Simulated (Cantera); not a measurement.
Mixture: CH4 : O2 : N2 = 1 : 1.33 : 5.87 (molar parts), equivalence ratio 1.5, at 1.00 bar, adiabatic and at constant volume. Ignition delay is the time to a rise of 400 K.

Detailed kinetics in Cantera: GRI-Mech 3.0 (53 species, 325 reactions).

Q: What does this change do: pressure from 1.00 bar to 15.0 bar?

A: 
```
quantity                                                before       after
--------------------------------------------------  ----------  ----------
delay at 1200 K                                        62.7 ms     4.01 ms
delay at 1275 K                                        22.2 ms     1.67 ms
delay at 1350 K                                        8.40 ms    0.741 ms
delay at 1425 K                                        3.41 ms    0.344 ms
delay at 1500 K                                        1.49 ms    0.166 ms
delay at 1575 K                                       0.704 ms     82.9 µs
delay at 1650 K                                       0.363 ms     42.9 µs
apparent activation energy between 1500 and 1650 K  190 kJ/mol  190 kJ/mol
```
The pressure lies above the range GRI-Mech 3.0 was tuned for (to about 10 atm).
